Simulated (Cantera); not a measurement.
Mixture: C₂H₄ : O₂ : N₂ : H₂O = 1 : 3.57 : 15 : 2.7 (molar parts), at 0.420 bar, adiabatic and at constant volume. Ignition delay is the time to a rise of 400 K.

Computed with Cantera and GRI-Mech 3.0 (53 species, 325 reactions). GRI-Mech 3.0 was tuned for natural gas; its chemistry of ethylene as a main component is partial and can be far from experiment.

Task: Predict: delay at 1073 K; delay at 1173 K; delay at 1273 K; delay at 1373 K; apparent activation energy between 1323 and 1423 K.

Result: 
```json
{
  "delay at 1073 K": "11.9 ms",
  "delay at 1173 K": "0.727 ms",
  "delay at 1273 K": "0.232 ms",
  "delay at 1373 K": "0.125 ms",
  "apparent activation energy between 1323 and 1423 K": "81 kJ/mol"
}
```
